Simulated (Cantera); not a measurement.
# Catalytic combustion on Pt

An isothermal plug-flow reactor at 625 K and 5.00 bar (inlet), inlet velocity 0.6 m/s, active area per volume 2300 1/m; feed 1.98 % H2, 12.5 % O2, 82.3 % N2, 3.23 % H2O, equivalence ratio 0.079.

Computed with Cantera and Deutschmann's 1995 Pt surface mechanism with GRI-Mech 3.0 gas chemistry. Catalytic surfaces can have several steady states; this one follows from the mechanism file's or the stated starting coverage. Mass transfer to the wall is taken as infinitely fast.

```
z (m)        x H2   x O2   x H2O  θ free Pt   θ O*    θ OH*
-------  --------  -----  ------  ---------  -----  -------
0.00015   0.00339  0.118  0.0491     0.0484  0.915   0.0365
0.00026   0.00209  0.117  0.0505     0.0300  0.940   0.0294
0.00046   0.00123  0.117  0.0513     0.0177  0.959   0.0229
0.00082  0.000704  0.117  0.0519     0.0102  0.972   0.0176
0.0015   0.000389  0.116  0.0522    0.00567  0.981   0.0132
0.0026   0.000224  0.116  0.0524    0.00334  0.986   0.0102
0.0046   0.000124  0.116  0.0525    0.00198  0.990  0.00785
0.0082    6.50e-5  0.116  0.0525    0.00125  0.993  0.00624
0.015     2.90e-5  0.116  0.0526   0.000869  0.994  0.00521
```
x: gas mole fraction; θ: surface coverage.
